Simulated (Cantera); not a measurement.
What does this Cantera script print?

```python
import numpy as np
import cantera as ct

gas_names = """
    H HNO HNO2 HNO3 HO2 H2 H2O H2O2 N NH NH2 NH3 NH2OH NO NO2 NO3 N2 N2H2 N2H4 N2O O OH O2 O3 Si SiH
    SiH2 SiH3 SiH4 SiN SiO SiO2 Si2 Si2N Si3
""".split()
cond_names = """
    H2O(s) H2O(L) Si(cr) Si(L) SiO2(Lqz) SiO2(hqz) SiO2(L) Si2N2O(s) Si3N4(a)
""".split()


# ... load() reads the species with a 1 bar reference pressure and builds the phases ...
atoms = {
    'Si2H6': {'Si': 2, 'H': 6},
    'N2O': {'N': 2, 'O': 1},
    'H2': {'H': 2},
    'O2': {'O': 2},
}
top_T = {'Si2N2O(s)': 2100, 'Si3N4(a)': 2400}  # K; cautious upper limits of use, not melting points


# ... equilibrate(T, P, feed) seeds the gas with the atoms and calls Mixture.equilibrate('TP', solver="vcs", rtol=1e-11, max_steps=5000) ...
results = []
feed = {'Si2H6': 1, 'N2O': 1.2, 'H2': 0.55, 'O2': 0.73}  # mol
P = 40  # Pa
for T in [648, 698, 748, 798, 848, 898, 948, 998, 1048, 1098, 1148, 1198, 1248]:
    mix = equilibrate(T, P, feed)
    results.append((T, P, feed, dict(zip(mix.species_names, mix.species_moles))))

top = {s: max(r[3][s] / sum(r[3][g] for g in gas_names) for r in results) for s in gas_names}
cols = sorted((s for s in top if top[s] > 1e-06), key=lambda s: -top[s])[:7]
seen = [c for c in cond_names if any(r[3].get(c, 0) > 1e-12 for r in results)]
print("log10 of partial pressures in bar; condensed amounts in mol")
print(f"{'T/K':>10s}" + "".join(f"{s[:9]:>10s}" for s in cols + seen))
for T, P, feed, n in results:
    ng = sum(n[g] for g in gas_names)
    print(f"{T:10.4g}" + "".join(f"{np.log10(max(n[s] / ng * P / 1e5, 1e-99)):10.3f}" for s in cols)
          + "".join(f"{n.get(c, 0):10.4g}" for c in seen))
```

Output:

```
log10 of partial pressures in bar; condensed amounts in mol
       T/K        H2        N2       SiO         H       H2O       NH3 SiO2(Lqz) SiO2(hqz) Si2N2O(s)
       648    -3.482    -4.155   -27.652   -16.657    -9.943    -9.014     1.107         0    0.4467
       698    -3.482    -4.155   -24.676   -15.385    -9.680    -9.317     1.107         0    0.4467
       748    -3.482    -4.155   -22.101   -14.282    -9.454    -9.581     1.107         0    0.4467
       798    -3.482    -4.155   -19.852   -13.315    -9.259    -9.815     1.107         0    0.4467
       848    -3.482    -4.155   -17.872   -12.461    -9.090   -10.023         0     1.107    0.4467
       898    -3.482    -4.155   -16.116   -11.702    -8.943   -10.209         0     1.107    0.4467
       948    -3.482    -4.155   -14.548   -11.021    -8.812   -10.377         0     1.107    0.4467
       998    -3.482    -4.155   -13.138   -10.408    -8.696   -10.529         0     1.107    0.4467
      1048    -3.482    -4.155   -11.866    -9.853    -8.591   -10.667         0     1.107    0.4467
      1098    -3.482    -4.155   -10.711    -9.347    -8.497   -10.793         0     1.107    0.4467
      1148    -3.482    -4.155    -9.658    -8.886    -8.411   -10.908         0     1.107    0.4467
      1198    -3.482    -4.155    -8.695    -8.462    -8.333   -11.014         0     1.107    0.4467
      1248    -3.482    -4.155    -7.810    -8.071    -8.262   -11.112         0     1.107    0.4466
```

Method: chemical equilibrium by Gibbs-energy minimisation in Cantera with the NASA 1993 tables (ideal gas, pure condensed phases). The feed counts by its element totals alone. Mutual solubility and eutectic melting of coexisting phases are not modelled. The tables hold silica as quartz up to 1696 K and as liquid above; real silica turns to tridymite and cristobalite and melts near 1996 K.
